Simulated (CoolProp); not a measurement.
Computed with CoolProp (reference Helmholtz-energy equation of state, Tillner-Roth 1997).

Task: For CH2F2 (R32), give the phase and the density (kg/m³), cp (kJ/(kg K)), cv (kJ/(kg K)) at 292.4 K and 4.34 MPa; 292.4 K and 5.06 MPa.

Result: 
- 292.4 K and 4.34 MPa: liquid; density 1000, cp 1.82, cv 0.949
- 292.4 K and 5.06 MPa: liquid; density 1000, cp 1.80, cv 0.949
